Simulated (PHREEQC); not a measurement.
Make-up at 20 °C and 300 atm: 0.16 mol CdCl2, 0.0012 mol KCl and 0.00077 mol FeSO4 per kg of water. Closed to the air; pH follows from the charge balance.

Equilibrium calculation in PHREEQC: ion-association model, phreeqc.dat.

This is a speciation only: nothing precipitates in the calculation.

Task: Order these Cd species by the share of Cd that they hold, largest first: CdCl+, Cd+2, CdCl3-, CdCl2.

Result: CdCl+ (63 %), CdCl2 (21 %), Cd+2 (15 %), CdCl3- (1.2 %)

Task: Order these Fe species by the share of Fe that they hold, largest first: FeSO4, FeCl+, Fe+2.

Result: Fe+2 (93 %), FeCl+ (6.3 %), FeSO4 (0.65 %)

The pH is 5.26 and the ionic strength 0.177 mol/kgw. Under pressure, the constants of complexes without a molar volume in the database are unreliable.
